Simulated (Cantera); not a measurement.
**Low-pressure radical oxidation in H2/O2**

A perfectly stirred reactor is fed with 1.86 % H2, 98.1 % O2, equivalence ratio 0.0095, at 0.0267 bar; it is held at 1450 K, and followed from long to short residence time.

Model: GRI-Mech 3.0 (53 species, 325 reactions), integrated in Cantera. Radical loss at walls, strong at low pressure, is not modelled.

```json
[
 {"τ (s)": "3.7", "x H2": "1.43e-5", "x O2": "0.980", "x HO2": "2.58e-7", "x H2O2": "8.88e-9", "x H2O": "0.0184", "x H": "1.43e-5"},
 {"τ (s)": "1.5", "x H2": "2.47e-5", "x O2": "0.979", "x HO2": "3.76e-7", "x H2O2": "1.21e-8", "x H2O": "0.0183", "x H": "3.37e-5"},
 {"τ (s)": "0.62", "x H2": "4.14e-5", "x O2": "0.978", "x HO2": "5.25e-7", "x H2O2": "1.59e-8", "x H2O": "0.0181", "x H": "7.47e-5"},
 {"τ (s)": "0.25", "x H2": "6.86e-5", "x O2": "0.975", "x HO2": "7.06e-7", "x H2O2": "2.00e-8", "x H2O": "0.0178", "x H": "0.000158"},
 {"τ (s)": "0.10", "x H2": "0.000111", "x O2": "0.973", "x HO2": "8.95e-7", "x H2O2": "2.40e-8", "x H2O": "0.0175", "x H": "0.000299"},
 {"τ (s)": "0.043", "x H2": "0.000171", "x O2": "0.970", "x HO2": "1.05e-6", "x H2O2": "2.73e-8", "x H2O": "0.0172", "x H": "0.000471"},
 {"τ (s)": "0.018", "x H2": "0.000275", "x O2": "0.967", "x HO2": "1.18e-6", "x H2O2": "3.03e-8", "x H2O": "0.0168", "x H": "0.000652"},
 {"τ (s)": "0.0072", "x H2": "0.000497", "x O2": "0.966", "x HO2": "1.30e-6", "x H2O2": "3.40e-8", "x H2O": "0.0163", "x H": "0.000812"},
 {"τ (s)": "0.0030", "x H2": "0.000965", "x O2": "0.965", "x HO2": "1.41e-6", "x H2O2": "3.93e-8", "x H2O": "0.0156", "x H": "0.000946"},
 {"τ (s)": "0.0012", "x H2": "0.00206", "x O2": "0.966", "x HO2": "1.55e-6", "x H2O2": "4.74e-8", "x H2O": "0.0142", "x H": "0.00107"},
 {"τ (s)": "0.00050", "x H2": "0.00431", "x O2": "0.968", "x HO2": "1.64e-6", "x H2O2": "5.44e-8", "x H2O": "0.0117", "x H": "0.00110"}
]
```
x: mole fraction; the columns are a selection and need not sum to one.
